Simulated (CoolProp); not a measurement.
Methane along the isotherm 201.6 K: density (kg/m³) from the reference equation and from simpler models built on Tc = 190.6 K, pc = 45.99 bar, ω = 0.011; each cubic takes its own stable root.

The numbers come from the reference Helmholtz-energy equation of state, Setzmann 1991 in CoolProp.

```
p (bar)          phase  reference
-------  -------------  ---------
4.93               gas      4.869
9.86               gas      10.07
14.8               gas      15.69
19.7               gas      21.73
24.6               gas      28.36
29.6               gas      35.89
34.5               gas      44.26
39.4               gas      53.99
44.3               gas      65.71
49.3     supercritical      80.99
54.2     supercritical      102.0
59.1     supercritical      134.9
64.1     supercritical      177.2
69       supercritical      204.5
```

Problem. How far does each simpler model (ideal gas, van der Waals, Redlich-Kwong, Soave-Redlich-Kwong, Peng-Robinson) lie from the reference over these 14 states: mean and median of the absolute difference, and the worst?

Solution. 
- ideal gas: mean 31.7 %, median 27.8 %, worst -67.7 % at 201.6 K and 69 bar
- van der Waals: mean 3.2 %, median 1.7 %, worst -16.0 % at 201.6 K and 69 bar
- Redlich-Kwong: mean 2.1 %, median 0.2 %, worst -11.7 % at 201.6 K and 69 bar
- Soave-Redlich-Kwong: mean 2.1 %, median 0.2 %, worst -11.8 % at 201.6 K and 69 bar
- Peng-Robinson: mean 3.0 %, median 3.1 %, worst +4.9 % at 201.6 K and 49.3 bar
